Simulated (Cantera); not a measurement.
What does this Cantera script print?

```python
import numpy as np
import cantera as ct

gas_names = """
    H HO2 H2 H2O H2O2 Nb NbO NbO2 O OH O2 O3
""".split()
cond_names = """
    H2O(s) H2O(L) Nb(cr) Nb(L) NbO(s) NbO(L) NbO2(I) NbO2(II) NbO2(III) NbO2(L) Nb2O5(s) Nb2O5(L)
""".split()


# ... load() reads the species with a 1 bar reference pressure and builds the phases ...
atoms = {
    'Nb2O5': {'Nb': 2, 'O': 5},
    'H2': {'H': 2},
}
top_T = {}  # K; cautious upper limits of use, not melting points


# ... equilibrate(T, P, feed) seeds the gas with the atoms and calls Mixture.equilibrate('TP', solver="vcs", rtol=1e-11, max_steps=5000) ...
results = []
feed = {'Nb2O5': 1, 'H2': 260}  # mol
T = 1175  # K
P = 110000  # Pa
mix = equilibrate(T, P, feed)
results.append((T, P, feed, dict(zip(mix.species_names, mix.species_moles))))
x = sorted(zip(gas.X, gas.species_names), reverse=True)
print(f"T = {T:g} K  P = {P:g} Pa  gas = {mix.phase_moles(0):.4g} mol")
print("   x: " + "  ".join(f"{s} {v:.3e}" for v, s in x if v > 1e-06))
print("   condensed (mol): " + ("  ".join(f"{mix.phase(i).name} {mix.phase_moles(i):.4g}"
      for i in range(1, mix.n_phases) if mix.phase_moles(i) > 1e-12) or "none"))
```

Result:

```
T = 1175 K  P = 110000 Pa  gas = 260 mol
   x: H2 9.962e-01  H2O 3.846e-03
   condensed (mol): NbO2(II) 2
```

Method: chemical equilibrium by Gibbs-energy minimisation in Cantera with the NASA 1993 tables (ideal gas, pure condensed phases). Condensed phases not in the tables: the oxides between NbO2 and Nb2O5.
